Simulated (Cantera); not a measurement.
A perfectly stirred reactor is fed with CH3OH : O2 : N2 = 1 : 3.66 : 13.8 (molar parts), equivalence ratio 0.41, at 1.30 bar; it is adiabatic with a 650 K inlet, and is followed from long to short residence time, starting on the burning branch (τ in s: 0.029, 0.014, 0.0066, 0.0032, 0.0015, 0.00073, 0.00035, 0.00017, 8.1e-05, 3.9e-05).

Detailed kinetics in Cantera: GRI-Mech 3.0 (53 species, 325 reactions). GRI-Mech 3.0 was tuned for natural gas; its chemistry of methanol as a main component is partial and can be far from experiment.

What does this change do: inlet temperature 650 to 750 K?


```csv
quantity,before,after
"blow-out, bracketed by the residence times tried","burning at 1.50 ms, out at 0.730 ms","burning at 0.730 ms, out at 0.350 ms"
x(CH3OH) at τ = 29.0 ms,1.23e-5,8.60e-6
x(O2) at τ = 29.0 ms,0.114,0.114
x(N2O) at τ = 29.0 ms,9.36e-7,8.14e-7
x(C2H4) at τ = 29.0 ms,<1e-12,<1e-12
x(HCO) at τ = 29.0 ms,7.58e-8,7.17e-8
x(CH3OH) at τ = 0.730 ms,0.0542,0.000130
x(O2) at τ = 0.730 ms,0.198,0.117
x(N2O) at τ = 0.730 ms,<1e-12,6.69e-7
x(C2H4) at τ = 0.730 ms,<1e-12,1.59e-10
x(HCO) at τ = 0.730 ms,<1e-12,2.78e-6
```
